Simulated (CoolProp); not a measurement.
Cyclopentane along the isotherm 51.95 °C: fugacity coefficient from the reference equation and from simpler models built on Tc = 238.6 °C, pc = 4.583 MPa, ω = 0.202; each cubic takes its own stable root.

Model: reference Helmholtz-energy equation of state, Gedanitz 2015, in CoolProp.

```
p (MPa)   phase  reference  van der Waals  Redlich-Kwong  Peng-Robinson
-------  ------  ---------  -------------  -------------  -------------
0.00725     gas     0.9976         0.9987         0.9981         0.9979
0.0129      gas     0.9958         0.9976         0.9966         0.9962
0.0229      gas     0.9925         0.9958         0.9940         0.9933
0.0407      gas     0.9867         0.9925         0.9894         0.9881
0.0725      gas     0.9764         0.9866         0.9812         0.9788
0.129    liquid     0.8273         0.9761            ___         0.8279
0.229    liquid        ___            ___         0.6991         0.4680
0.407    liquid     0.2649         0.9246         0.3961         0.2649
0.725    liquid        ___            ___         0.2251         0.1503
1.29     liquid    0.08629         0.3991         0.1293            ___
2.29     liquid        ___         0.2379            ___        0.05015
```

**Question.** Complete the blanks.

**Answer.** 
- 0.129, Redlich-Kwong: 0.9665
- 0.229, reference: 0.4677
- 0.229, van der Waals: 0.9576
- 0.725, reference: 0.1504
- 0.725, van der Waals: 0.6876
- 1.29, Peng-Robinson: 0.08609
- 2.29, reference: 0.05041
- 2.29, Redlich-Kwong: 0.07573

At some of these states van der Waals, Redlich-Kwong gives the other phase, because its saturation line lies elsewhere.
